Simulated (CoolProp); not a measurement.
Vapour-liquid equilibrium of isobutene (1) + n-butane (2) at 1.44 MPa; x and y are mole fractions of (1).

Model: multi-fluid Helmholtz-energy mixture model, Lemmon 2005 and Bücker 2006; pair parameters Bell 2016, in CoolProp.

```tsv
x	bubble temperature (°C)	y at the bubble point	dew temperature at overall composition x (°C)	liquid density (mol/L)
0.05	96.4	0.058	96.5	8.162
0.125	95.6	0.142	95.7	8.213
0.2	94.7	0.224	95.0	8.264
0.275	94.0	0.303	94.2	8.315
0.35	93.2	0.381	93.5	8.366
0.425	92.5	0.457	92.8	8.418
0.5	91.8	0.531	92.1	8.471
0.575	91.2	0.604	91.4	8.524
0.65	90.5	0.676	90.8	8.577
0.725	89.9	0.747	90.1	8.631
0.8	89.3	0.817	89.5	8.685
0.875	88.7	0.887	88.8	8.740
0.95	88.2	0.955	88.2	8.796
```

No azeotrope shows between x = 0.05 and 0.95.

The pair parameters rest on a limited set of measurements; away from them the model extrapolates.
